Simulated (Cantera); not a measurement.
Input: 1 mol Si₃N₄, 0.11 mol H₂O, 1.9 mol H₂, at 1748 K and 1.33 mbar.

Cantera equilibrium calculation (NASA polynomials, part measured and part estimated; ideal gas, pure solids and liquids). Candidate condensed phases: H₂O, Si, SiO₂, Si₂N₂O, Si₃N₄; 35 gas species. The tables' values for SiN are old estimates; treat these amounts as uncertain. Kinetics and transport are ignored.

Base state: H₂ 0.484, N₂ 0.484, SiO 0.0266, H 0.00435, Si 0.00109, SiH 3.69e-5, Si₂N 2.45e-5, SiN 1.44e-5 (mole fractions); condensed: Si(l).

### Question
What changes in the equilibrium state with this change: temperature from 1748 K to 998 K?

### Answer
```json
[
 {"species": "H₂", "before": "0.484", "after": "0.982"},
 {"species": "N₂", "before": "0.484", "after": "0.0179"},
 {"species": "H", "before": "0.00435", "after": "5.84e-8"},
 {"species": "SiO", "before": "0.0266", "after": "<1e-9"},
 {"species": "Si", "before": "0.00109", "after": "<1e-9"},
 {"species": "SiH", "before": "3.69e-5", "after": "<1e-9"},
 {"species": "Si₂N", "before": "2.45e-5", "after": "<1e-9"},
 {"species": "SiN", "before": "1.44e-5", "after": "<1e-9"},
 {"species": "Si(l), mol", "before": "2.88", "after": "0"},
 {"species": "Si₂N₂O(s), mol", "before": "0", "after": "0.110"},
 {"species": "Si₃N₄(s), mol", "before": "0", "after": "0.927"}
]
```

### Question
What changes in the equilibrium state with this change: temperature from 1748 K to 1075 K?

### Answer
```csv
species,before,after
H₂,0.484,0.982
N₂,0.484,0.0179
H,0.00435,3.98e-7
SiO,0.0266,<1e-9
Si,0.00109,<1e-9
SiH,3.69e-5,<1e-9
Si₂N,2.45e-5,<1e-9
"Si(l), mol",2.88,0
"Si₂N₂O(s), mol",0,0.110
"Si₃N₄(s), mol",0,0.927
```
Mutual solubility and eutectic melting of coexisting phases are not modelled.
